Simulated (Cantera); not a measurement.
# NH3 + SO2 + O2 (abatement and gas-phase synthesis)

Charge: 1 mol NH3, 0.0086 mol SO2, 0.86 mol O2, equilibrated at 1.00 bar.

Cantera equilibrium calculation (NASA polynomials, part measured and part estimated; ideal gas, pure solids and liquids). Candidate condensed phases: H2O, H2SO4, S; 35 gas species. Rates play no part.

```json
[
 {"T (K)": "1823", "x H2O": "0.707", "x N2": "0.235", "x O2": "0.0510", "x OH": "0.00148", "x H2": "0.000208", "x H": "6.25e-6"},
 {"T (K)": "1923", "x H2O": "0.706", "x N2": "0.235", "x O2": "0.0506", "x OH": "0.00257", "x H2": "0.000494", "x H": "2.09e-5"},
 {"T (K)": "2023", "x H2O": "0.704", "x N2": "0.235", "x O2": "0.0501", "x OH": "0.00424", "x H2": "0.00108", "x H": "6.23e-5"},
 {"T (K)": "2123", "x H2O": "0.700", "x N2": "0.234", "x O2": "0.0496", "x OH": "0.00666", "x H2": "0.00218", "x H": "0.000167"},
 {"T (K)": "2223", "x H2O": "0.695", "x N2": "0.233", "x O2": "0.0492", "x OH": "0.0100", "x H2": "0.00412", "x H": "0.000411"},
 {"T (K)": "2323", "x H2O": "0.687", "x N2": "0.232", "x O2": "0.0490", "x OH": "0.0145", "x H2": "0.00734", "x H": "0.000933"},
 {"T (K)": "2423", "x H2O": "0.675", "x N2": "0.230", "x O2": "0.0491", "x OH": "0.0204", "x H2": "0.0123", "x H": "0.00197"},
 {"T (K)": "2523", "x H2O": "0.657", "x N2": "0.228", "x O2": "0.0497", "x OH": "0.0278", "x H2": "0.0196", "x H": "0.00389"},
 {"T (K)": "2623", "x H2O": "0.634", "x N2": "0.225", "x O2": "0.0510", "x OH": "0.0369", "x H2": "0.0294", "x H": "0.00723"},
 {"T (K)": "2723", "x H2O": "0.602", "x N2": "0.221", "x O2": "0.0529", "x OH": "0.0477", "x H2": "0.0420", "x H": "0.0127"}
]
```
x: gas mole fraction; nothing condenses.

From 1823 K to 2723 K nothing is condensed.
